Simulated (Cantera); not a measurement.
An adiabatic, constant-pressure homogeneous reactor starts with CO : H₂ : O₂ : N₂ = 1 : 0.052 : 1.5 : 5.65 (molar parts), equivalence ratio 0.35, at 1350 K and 3.90 bar. Integrator tolerance rtol = 1e-08.

Model: GRI-Mech 3.0 (53 species, 325 reactions), integrated in Cantera. The hydrogen kinetics of GRI-Mech 3.0 are dated; newer H2 mechanisms differ, most at raised pressure.

Q: What does this change do: initial temperature 1350 to 1400 K?

A: 
| quantity | before | after |
|---|---|---|
| time of steepest temperature rise | 31.9 µs | 25.4 µs |
| temperature at 0.300 s | 2283 K | 2321 K |
| equilibrium temperature | 2283 K | 2321 K |
| x(CO) at 0.300 s | 0.00195 (gas-phase equilibrium 0.00195) | 0.00248 (gas-phase equilibrium 0.00248) |
| x(H₂) at 0.300 s | 1.70e-5 (gas-phase equilibrium 1.70e-5) | 2.10e-5 (gas-phase equilibrium 2.10e-5) |
| x(O₂) at 0.300 s | 0.121 (gas-phase equilibrium 0.121) | 0.121 (gas-phase equilibrium 0.121) |
| x(OH) at 0.300 s | 0.00106 (gas-phase equilibrium 0.00106) | 0.00122 (gas-phase equilibrium 0.00122) |
| x(NO₂) at 0.300 s | 1.90e-5 (gas-phase equilibrium 1.90e-5) | 1.96e-5 (gas-phase equilibrium 1.96e-5) |
| x(H₂O₂) at 0.300 s | 1.81e-8 (gas-phase equilibrium 1.81e-8) | 1.96e-8 (gas-phase equilibrium 1.96e-8) |

Q: What does this change do: initial temperature 1350 to 1298 K?

A: 
```tsv
quantity	before	after
time of steepest temperature rise	31.9 µs	42.6 µs
temperature at 0.300 s	2283 K	2242 K
equilibrium temperature	2283 K	2242 K
x(CO) at 0.300 s	0.00195 (gas-phase equilibrium 0.00195)	0.00150 (gas-phase equilibrium 0.00150)
x(H₂) at 0.300 s	1.70e-5 (gas-phase equilibrium 1.70e-5)	1.35e-5 (gas-phase equilibrium 1.35e-5)
x(O₂) at 0.300 s	0.121 (gas-phase equilibrium 0.121)	0.122 (gas-phase equilibrium 0.122)
x(OH) at 0.300 s	0.00106 (gas-phase equilibrium 0.00106)	0.000918 (gas-phase equilibrium 0.000917)
x(NO₂) at 0.300 s	1.90e-5 (gas-phase equilibrium 1.90e-5)	1.82e-5 (gas-phase equilibrium 1.84e-5)
x(H₂O₂) at 0.300 s	1.81e-8 (gas-phase equilibrium 1.81e-8)	1.65e-8 (gas-phase equilibrium 1.65e-8)
```

Q: What does this change do: O2 1.5 to 0.6 parts?

A: 
```
quantity                                                            before                                      after
---------------------------------  ---------------------------------------  -----------------------------------------
time of steepest temperature rise                                  31.9 µs                                    39.2 µs
temperature at 0.300 s                                              2283 K                                     2363 K
equilibrium temperature                                             2283 K                                     2363 K
x(CO) at 0.300 s                   0.00195 (gas-phase equilibrium 0.00195)      0.0103 (gas-phase equilibrium 0.0103)
x(H₂) at 0.300 s                   1.70e-5 (gas-phase equilibrium 1.70e-5)    9.21e-5 (gas-phase equilibrium 9.21e-5)
x(O₂) at 0.300 s                       0.121 (gas-phase equilibrium 0.121)      0.0133 (gas-phase equilibrium 0.0133)
x(OH) at 0.300 s                   0.00106 (gas-phase equilibrium 0.00106)  0.000876 (gas-phase equilibrium 0.000876)
x(NO₂) at 0.300 s                  1.90e-5 (gas-phase equilibrium 1.90e-5)    2.37e-6 (gas-phase equilibrium 2.37e-6)
x(H₂O₂) at 0.300 s                 1.81e-8 (gas-phase equilibrium 1.81e-8)    8.33e-9 (gas-phase equilibrium 8.33e-9)
```
